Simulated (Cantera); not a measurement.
Mixture: CO : H2 : O2 : N2 = 1 : 0.05 : 0.625 : 4.12 (molar parts), at 13500 Torr, adiabatic and at constant volume. Ignition delay is the time to a rise of 400 K.

Computed with Cantera and GRI-Mech 3.0 (53 species, 325 reactions). The hydrogen kinetics of GRI-Mech 3.0 are dated; newer H2 mechanisms differ, most at raised pressure. The pressure lies above the range GRI-Mech 3.0 was tuned for (to about 10 atm). Where the delays flatten at high temperature, the 400 K rule measures the pace of heat release, not the induction time.

### Question
What does this change do: pressure from 13500 Torr to 7500 Torr?

### Answer
```tsv
quantity	before	after
delay at 1200 K	0.125 ms	0.105 ms
delay at 1300 K	30.9 µs	30.7 µs
delay at 1400 K	12.5 µs	16.5 µs
delay at 1500 K	7.43 µs	11.5 µs
delay at 1600 K	5.35 µs	9.10 µs
delay at 1700 K	4.30 µs	7.81 µs
```

### Question
What does this change do: pressure from 13500 Torr to 5250 Torr?

### Answer
| quantity | before | after |
|---|---|---|
| delay at 1200 K | 0.125 ms | 90.7 µs |
| delay at 1300 K | 30.9 µs | 34.9 µs |
| delay at 1400 K | 12.5 µs | 21.4 µs |
| delay at 1500 K | 7.43 µs | 15.9 µs |
| delay at 1600 K | 5.35 µs | 13.1 µs |
| delay at 1700 K | 4.30 µs | 11.6 µs |
